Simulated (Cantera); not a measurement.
What does this Cantera script print?

```python
import numpy as np
import cantera as ct

gas_names = """
    N N2 Si SiN Si2 Si2N Si3
""".split()
cond_names = """
    Si(cr) Si(L) Si3N4(a)
""".split()


# ... load() reads the species with a 1 bar reference pressure and builds the phases ...
atoms = {
    'Si3N4': {'Si': 3, 'N': 4},
    'Si': {'Si': 1},
    'N2': {'N': 2},
}
top_T = {'Si3N4(a)': 2400}  # K; cautious upper limits of use, not melting points


# ... equilibrate(T, P, feed) seeds the gas with the atoms and calls Mixture.equilibrate('TP', solver="vcs", rtol=1e-11, max_steps=5000) ...
results = []
feed = {'Si3N4': 1, 'Si': 0.0048, 'N2': 0.52}  # mol
P = 1000  # Pa
for T in [1525, 1625, 1725, 1825, 1925, 2025, 2125, 2225, 2325, 2425, 2525, 2625]:
    mix = equilibrate(T, P, feed)
    results.append((T, P, feed, dict(zip(mix.species_names, mix.species_moles))))

top = {s: max(r[3][s] / sum(r[3][g] for g in gas_names) for r in results) for s in gas_names}
cols = sorted((s for s in top if top[s] > 0.0001), key=lambda s: -top[s])[:8]
seen = [c for c in cond_names if any(r[3].get(c, 0) > 1e-12 for r in results)]
print("log10 of partial pressures in bar; condensed amounts in mol")
print(f"{'T/K':>10s}" + "".join(f"{s[:9]:>10s}" for s in cols + seen))
for T, P, feed, n in results:
    ng = sum(n[g] for g in gas_names)
    print(f"{T:10.4g}" + "".join(f"{np.log10(max(n[s] / ng * P / 1e5, 1e-99)):10.3f}" for s in cols)
          + "".join(f"{n.get(c, 0):10.4g}" for c in seen))
```

It prints:

```
log10 of partial pressures in bar; condensed amounts in mol
       T/K        N2        Si       Si2       SiN      Si2N       Si3     Si(L)  Si3N4(a)
      1525    -2.000    -9.133   -13.360   -10.070   -11.290   -15.489         0     1.002
      1625    -2.000    -7.681   -11.111    -8.786    -9.444   -12.646         0     1.002
      1725    -2.000    -6.401    -9.129    -7.654    -7.817   -10.141         0     1.002
      1825    -2.000    -5.342    -7.529    -6.728    -6.533    -8.158     3.003         0
      1925    -2.001    -4.759    -6.826    -6.263    -6.114    -7.478         3         0
      2025    -2.003    -4.235    -6.194    -5.846    -5.738    -6.868     2.988         0
      2125    -2.008    -3.760    -5.622    -5.471    -5.401    -6.317     2.956         0
      2225    -2.022    -3.329    -5.104    -5.134    -5.099    -5.818     2.869         0
      2325    -2.056    -2.936    -4.631    -4.837    -4.836    -5.363     2.643         0
      2425    -2.142    -2.575    -4.198    -4.592    -4.622    -4.948     1.997         0
      2525    -2.334    -2.288    -3.890    -4.468    -4.572    -4.701         0         0
      2625    -2.338    -2.277    -4.115    -4.521    -4.948    -5.238         0         0
```

Equilibrium computed with Cantera from the NASA thermochemical tables; the gas is ideal and each condensed phase is pure. The tables' values for SiN are old estimates; treat these amounts as uncertain.
